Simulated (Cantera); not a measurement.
A closed system holds: 1 mol SiH4, 0.025 mol CH4, 3.7 mol H2, equilibrated at 2102 °C and 4.00 mbar.

Method: chemical equilibrium by Gibbs-energy minimisation in Cantera with the NASA 1993 tables (ideal gas, pure condensed phases). Gases not in the tables: Si2H6 and higher silanes. The numbers say what is thermodynamically allowed, not how fast it happens.

```csv
species,before,after
H2,0.684,0.987
H,0.184,0.0101
Si,0.126,0.00220
SiC2,0.000342,5.33e-8
C2H2 (acetylene),6.51e-5,3.40e-7
Si2C,0.00256,3.40e-5
Si2,0.000784,1.65e-5
SiH,0.00212,0.000129
Si3,4.03e-5,3.76e-6
"Si(l), mol",0,0.961
"SiC(s), mol",0,0.0248
```
Gas species are given as mole fractions.

### Question
Which change was made?
(A) CH4 from 0.025 to 1 mol
(B) temperature from 2102 °C to 1600 °C
(C) temperature from 2102 °C to 802 °C
(D) temperature from 2102 °C to 1377 °C

### Answer
B, temperature from 2102 °C to 1600 °C. Mutual solubility and eutectic melting of coexisting phases are not modelled
